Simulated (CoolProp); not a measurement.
A Linde-Hampson liquefier for oxygen: isothermal reversible compression at 200 K from 1 atm to 5 MPa, throttling to 1 atm, return gas leaving the recuperator 2 K below the feed. Each further row changes one setting.

Model: reference Helmholtz-energy equation of state, Schmidt 1985, in CoolProp.

| case | liquid yield per pass | compression work (kJ/kg of gas) |
|---|---|---|
| as stated | 0.082 | 195 |
| high pressure 10 MPa | 0.191 | 223 |
| warm-end temperature 230 K | 0.054 | 228 |
| warm-end gap 7 K | 0.069 | 195 |
